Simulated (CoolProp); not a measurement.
A Linde-Hampson liquefier for normal hydrogen: isothermal reversible compression at 200 K from 1 atm to 5 MPa, throttling to 1 atm, return gas leaving the recuperator 10 K below the feed. Each further row changes one setting.

Computed with CoolProp (reference Helmholtz-energy equation of state, Leachman 2009).

```
case                        compression work (kJ/kg of gas)
--------------------------  -------------------------------
as stated                                              3240
high pressure 10 MPa                                   3850
warm-end temperature 230 K                             3730
warm-end gap 15 K                                      3240
```
